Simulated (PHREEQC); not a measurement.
A made-up water analysis in mmol/kgw, 25 °C, pH 2.39, pe 8.2:

```json
[
 {"constituent": "Na", "mmol/kgw": "14.3"},
 {"constituent": "K", "mmol/kgw": "0.716"},
 {"constituent": "Ca", "mmol/kgw": "3.3"},
 {"constituent": "Mg", "mmol/kgw": "10.5"},
 {"constituent": "Cl", "mmol/kgw": "11.8"},
 {"constituent": "S(6)", "mmol/kgw": "22.2"},
 {"constituent": "Al", "mmol/kgw": "2.63"}
]
```

Na is adjusted to close the charge balance.
Valence states are taken as typed.

Equilibrium calculation in PHREEQC: ion-association model, phreeqc.dat.

### Question
The ionic strength comes out as 0.0614 mol/kgw. What activity coefficients do H+, AlHSO4+2, SO4-2, Al(SO4)2-, Ca+2 get?

### Answer
H+ 0.85, AlHSO4+2 0.43, SO4-2 0.43, Al(SO4)2- 0.81, Ca+2 0.45.

This is a speciation only: nothing precipitates in the calculation. Species that the database lacks are ignored.
